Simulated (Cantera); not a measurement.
# Moist CO burnout

An isothermal, constant-pressure homogeneous reactor starts with CO : O₂ : H₂O : N₂ = 0.027 : 0.02 : 0.00069 : 1 (molar parts), equivalence ratio 0.67, at 1375 K and 3750 Torr.

Computed with Cantera and GRI-Mech 3.0 (53 species, 325 reactions).

| t (s) | x CO | x O₂ | x H₂O | x O | x CO₂ |
|---|---|---|---|---|---|
| 0.000300 | 0.0258 | 0.0191 | 0.000658 | 1.53e-6 | 4.15e-6 |
| 0.000850 | 0.0246 | 0.0184 | 0.000628 | 0.000233 | 0.00114 |
| 0.00241 | 0.0109 | 0.0116 | 0.000615 | 0.000252 | 0.0150 |
| 0.00682 | 0.00259 | 0.00753 | 0.000647 | 6.40e-5 | 0.0235 |
| 0.0193 | 0.000398 | 0.00647 | 0.000661 | 1.10e-5 | 0.0257 |
| 0.0548 | 3.88e-5 | 0.00630 | 0.000665 | 1.51e-6 | 0.0261 |
| 0.155 | 2.93e-6 | 0.00628 | 0.000666 | 2.18e-7 | 0.0261 |
| 0.440 | 2.96e-7 | 0.00628 | 0.000667 | 4.24e-8 | 0.0261 |
| 1.25 | 9.81e-8 | 0.00628 | 0.000667 | 2.32e-8 | 0.0261 |
| 3.53 | 9.37e-8 | 0.00628 | 0.000667 | 2.27e-8 | 0.0261 |
| 10.0 | 9.37e-8 | 0.00628 | 0.000667 | 2.27e-8 | 0.0261 |
x: mole fraction; the columns are a selection and need not sum to one.

Equilibrium at this temperature and pressure: CO 9.42e-8, O₂ 0.00622, H₂O 0.000667, O 2.26e-8, CO₂ 0.0261 (gas phase only).
